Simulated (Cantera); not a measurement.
Feed: 1 mol Al, 28 mol N2O, 540 mol N2, 3.5 mol H2O, held at 1.00 Torr.

Equilibrium computed with Cantera from the NASA thermochemical tables; the gas is ideal and each condensed phase is pure. Candidate condensed phases: Al, AlN, Al2O3, H2O; 35 gas species. Equilibrium is a limit: real reactors are often held back by kinetics, nucleation or transport.

At 1900 K, list the 5 most abundant gas species with their mole fractions, and the condensed phases.

N2 0.969, O2 0.0210, H2O 0.00531, NO 0.00201, O 0.00118. Condensed: Al2O3(s).
